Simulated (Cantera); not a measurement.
A closed system holds: 1 mol C3H6, 0.16 mol CO2, 66 mol H2, equilibrated at 1275 °C and 0.100 bar.

These are equilibrium values from Cantera (NASA tables, ideal gas, pure condensed phases), not measurements of a reactor. Candidate condensed phases: C, C6H6, C7H8, C8H18, H2O; 110 gas species. Equilibrium is a limit: real reactors are often held back by kinetics, nucleation or transport.

Base state: H2 0.995, CO 0.00462, CH4 0.000203, H 9.73e-5, C2H2 (acetylene) 1.56e-5 (mole fractions); condensed: C(graphite).

### Question
What changes in the equilibrium state with this change: temperature from 1275 °C to 600 °C?

### Answer
```csv
species,before,after
H2,0.995,0.954
CH4,0.000203,0.0409
CO,0.00462,0.00340
H2O,5.64e-7,0.00138
H,9.73e-5,<1e-9
C2H2 (acetylene),1.56e-5,<1e-9
CO2,<1e-9,1.31e-5
"C(graphite), mol",2.82,0.214
```
